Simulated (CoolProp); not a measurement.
Vapour pressure (MPa) of c-C4F8 (RC318): the reference equation beside estimates from Tc = 115.2 °C, pc = 2.778 MPa, ω = 0.355. Clausius-Clapeyron is anchored at 24.25 °C with a constant enthalpy of vaporisation of 20.92 kJ/mol.

Values from CoolProp's reference Helmholtz-energy equation of state, Platzer 1990. This equation is an older, rougher fit; its heat capacities, sound speeds and derivatives of the liquid may be far off and weren't checked against measurements.

| T (°C) | reference | Lee-Kesler | Clausius-Clapeyron | van der Waals | Redlich-Kwong | Soave-Redlich-Kwong | Peng-Robinson |
|---|---|---|---|---|---|---|---|
| -2.15 | 0.1184 | 0.1184 | 0.1338 | 0.5478 | 0.2365 | 0.1183 | 0.1183 |
| 11.05 | 0.1950 | 0.1953 | 0.2060 | 0.6956 | 0.3494 | 0.1952 | 0.1940 |
| 24.25 | 0.3051 | 0.3055 | 0.3051 | 0.8670 | … | 0.3060 | 0.3029 |
| 37.45 | 0.4569 | 0.4573 | 0.4371 | 1.063 | 0.6816 | 0.4595 | 0.4538 |
| 50.65 | 0.6595 | 0.6595 | 0.6081 | 1.285 | 0.9098 | 0.6652 | 0.6562 |
| 63.85 | 0.9227 | 0.9220 | 0.8244 | 1.535 | 1.185 | 0.9332 | 0.9209 |
| 77.05 | 1.258 | 1.256 | 1.092 | 1.812 | … | 1.274 | 1.259 |
| 90.25 | 1.677 | 1.677 | … | 2.118 | … | 1.700 | … |
| 103.45 | 2.199 | 2.202 | … | 2.453 | 2.333 | 2.221 | 2.211 |

Problem. Some entries are withheld; supply them.

Solution. 
- 24.25, Redlich-Kwong: 0.4963
- 77.05, Redlich-Kwong: 1.512
- 90.25, Clausius-Clapeyron: 1.418
- 90.25, Redlich-Kwong: 1.893
- 90.25, Peng-Robinson: 1.685
- 103.45, Clausius-Clapeyron: 1.807

Absolute difference from the reference over all 9 rows, mean and median: Lee-Kesler 0.1 and 0.1 %, Clausius-Clapeyron 9.8 and 10.7 %, van der Waals 131.0 and 94.8 %, Redlich-Kwong 44.0 and 38.0 %, Soave-Redlich-Kwong 0.7 and 0.9 %, Peng-Robinson 0.4 and 0.5 %.
